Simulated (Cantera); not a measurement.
A closed system holds: 1 mol Si, a varied amount of Cl2, 6 mol H2, 1.4 mol HCl, at 1073 K and 230000 Pa.

These are equilibrium values from Cantera (NASA tables, ideal gas, pure condensed phases), not measurements of a reactor. Candidate condensed phases: Si; 19 gas species. Kinetics and transport are ignored.

Q: Which condensed phases are stable at each of these points (n(Cl2) (mol)): 0.5, 0.6, 0.71, 0.85, 1, 1.2, 1.5, 1.7, 2.1, 2.5?

A: 
```json
[
 {"n(Cl2) (mol)": "0.5", "condensed phases": "Si(s)", "Si condensed (%)": "33.9"},
 {"n(Cl2) (mol)": "0.6", "condensed phases": "Si(s)", "Si condensed (%)": "28.4"},
 {"n(Cl2) (mol)": "0.71", "condensed phases": "Si(s)", "Si condensed (%)": "22.3"},
 {"n(Cl2) (mol)": "0.85", "condensed phases": "Si(s)", "Si condensed (%)": "14.7"},
 {"n(Cl2) (mol)": "1", "condensed phases": "Si(s)", "Si condensed (%)": "6.5"},
 {"n(Cl2) (mol)": "1.2", "condensed phases": "gas only", "Si condensed (%)": "0.0"},
 {"n(Cl2) (mol)": "1.5", "condensed phases": "gas only", "Si condensed (%)": "0.0"},
 {"n(Cl2) (mol)": "1.7", "condensed phases": "gas only", "Si condensed (%)": "0.0"},
 {"n(Cl2) (mol)": "2.1", "condensed phases": "gas only", "Si condensed (%)": "0.0"},
 {"n(Cl2) (mol)": "2.5", "condensed phases": "gas only", "Si condensed (%)": "0.0"}
]
```

From 0.5 mol Cl2 to 1 mol Cl2 the condensed part is Si(s). From 1.2 mol Cl2 to 2.5 mol Cl2 nothing is condensed.
